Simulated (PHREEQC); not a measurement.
1 kg of water holding 0.076 mol K2SO4 and 0.011 mol NaCl is evaporated at 15 °C; the solids stay in contact with the brine. CO2 from the air is kept out. The run lets Arcanite, Glaserite, Halite, Mirabilite, Misenite, Sylvite, Thenardite precipitate or redissolve, and no other solid.

Computed with PHREEQC (Pitzer model, pitzer.dat).

Q: Predict ionic strength, Arcanite (mol) at water left (kg) = 0.5552, 0.07809, 0.05275, 0.01979, 0.006093.

A: 
```json
[
 {"water left (kg)": "0.5552", "ionic strength": "0.430", "Arcanite (mol)": "0"},
 {"water left (kg)": "0.07809", "ionic strength": "1.84", "Arcanite (mol)": "0.0317"},
 {"water left (kg)": "0.05275", "ionic strength": "1.95", "Arcanite (mol)": "0.0454"},
 {"water left (kg)": "0.01979", "ionic strength": "2.46", "Arcanite (mol)": "0.0634"},
 {"water left (kg)": "0.006093", "ionic strength": "3.95", "Arcanite (mol)": "0.0700"}
]
```
